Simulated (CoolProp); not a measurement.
Properties of hexamethyldisiloxane (MM) along the isobar 2.91 MPa.

Computed with CoolProp (reference Helmholtz-energy equation of state, Thol 2016).

```
T (°C)   phase       Z  cp (kJ/(kg K))  cv (kJ/(kg K))  speed of sound (m/s)  expansivity (1/kK)
------  ------  ------  --------------  --------------  --------------------  ------------------
93.85   liquid  0.2242           2.080           1.714                 677.8               1.624
100.75  liquid  0.2225           2.100           1.731                 656.4               1.666
107.65  liquid  0.2211           2.120           1.749                 635.0               1.712
114.45  liquid  0.2198           2.140           1.766                 614.0               1.761
121.35  liquid  0.2186           2.160           1.783                 592.8               1.815
128.25  liquid  0.2176           2.181           1.800                 571.6               1.875
135.15  liquid  0.2168           2.202           1.817                 550.4               1.940
142.05  liquid  0.2161           2.223           1.834                 529.3               2.011
148.95  liquid  0.2156           2.245           1.851                 508.1               2.091
155.85  liquid  0.2153           2.267           1.868                 486.9               2.180
162.75  liquid  0.2151           2.290           1.885                 465.7               2.279
169.65  liquid  0.2152           2.313           1.902                 444.3               2.391
176.55  liquid  0.2155           2.338           1.919                 422.8               2.519
183.45  liquid  0.2161           2.363           1.936                 401.2               2.665
```
